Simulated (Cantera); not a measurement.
An adiabatic, constant-pressure homogeneous reactor starts with CO : H2 : CH4 : O2 : N2 = 1 : 0.069 : 0.18 : 1.66 : 6.23 (molar parts), at 1348 K and 101000 Pa. Integrator tolerance rtol = 1e-08.

Computed with Cantera and GRI-Mech 3.0 (53 species, 325 reactions).

Task: What does this change do: constant volume in place of constant pressure?

Result: 
| quantity | before | after |
|---|---|---|
| time of steepest temperature rise | 0.316 ms | 0.307 ms |
| temperature at 0.500 s | 2460 K | 2622 K |
| equilibrium temperature | 2460 K | 2622 K |
| x(CO) at 0.500 s | 0.0126 (gas-phase equilibrium 0.0126) | 0.0197 (gas-phase equilibrium 0.0197) |
| x(H2) at 0.500 s | 0.000753 (gas-phase equilibrium 0.000753) | 0.00112 (gas-phase equilibrium 0.00112) |
| x(CH4) at 0.500 s | <1e-12 (gas-phase equilibrium <1e-12) | <1e-12 (gas-phase equilibrium <1e-12) |
| x(N2O) at 0.500 s | 6.88e-7 (gas-phase equilibrium 6.88e-7) | 1.23e-6 (gas-phase equilibrium 1.23e-6) |
| x(CO2) at 0.500 s | 0.123 (gas-phase equilibrium 0.123) | 0.115 (gas-phase equilibrium 0.115) |
| x(CH2) at 0.500 s | <1e-12 (gas-phase equilibrium <1e-12) | <1e-12 (gas-phase equilibrium <1e-12) |
| x(NO) at 0.500 s | 0.0130 (gas-phase equilibrium 0.0130) | 0.0170 (gas-phase equilibrium 0.0170) |

Task: What does this change do: 0.28 parts H2O added?

Result: 
```
quantity                                                              before                                    after
---------------------------------  -----------------------------------------  ---------------------------------------
time of steepest temperature rise                                   0.316 ms                                 0.334 ms
temperature at 0.500 s                                                2460 K                                   2427 K
equilibrium temperature                                               2460 K                                   2427 K
x(CO) at 0.500 s                       0.0126 (gas-phase equilibrium 0.0126)    0.0104 (gas-phase equilibrium 0.0104)
x(H2) at 0.500 s                   0.000753 (gas-phase equilibrium 0.000753)  0.00106 (gas-phase equilibrium 0.00106)
x(CH4) at 0.500 s                      <1e-12 (gas-phase equilibrium <1e-12)    <1e-12 (gas-phase equilibrium <1e-12)
x(N2O) at 0.500 s                    6.88e-7 (gas-phase equilibrium 6.88e-7)  6.16e-7 (gas-phase equilibrium 6.16e-7)
x(CO2) at 0.500 s                        0.123 (gas-phase equilibrium 0.123)      0.121 (gas-phase equilibrium 0.121)
x(CH2) at 0.500 s                      <1e-12 (gas-phase equilibrium <1e-12)    <1e-12 (gas-phase equilibrium <1e-12)
x(NO) at 0.500 s                       0.0130 (gas-phase equilibrium 0.0130)    0.0118 (gas-phase equilibrium 0.0118)
```
